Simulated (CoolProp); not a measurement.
The numbers come from the reference Helmholtz-energy equation of state, Lemmon 2006 in CoolProp. It is a short technical equation, of lower accuracy than the large ones.

Problem. Give the vapour pressure (bar), liquid cp (kJ/(kg K)), vapour Z, liquid conductivity (mW/(m K)) of saturated R142b at 62.75, 73.05, 93.75 °C.

Solution. 
| T (°C) | p (bar) | liquid cp (kJ/(kg K)) | vapour Z | liquid conductivity (mW/(m K)) |
|---|---|---|---|---|
| 62.75 | 9.36 | 1.45 | 0.813 | 68.7 |
| 73.05 | 11.9 | 1.50 | 0.779 | 65.4 |
| 93.75 | 18.3 | 1.65 | 0.698 | 59.3 |

Thermal conductivity comes from a separate model (Huber 2003), an estimate that may be off by 10 % or more.
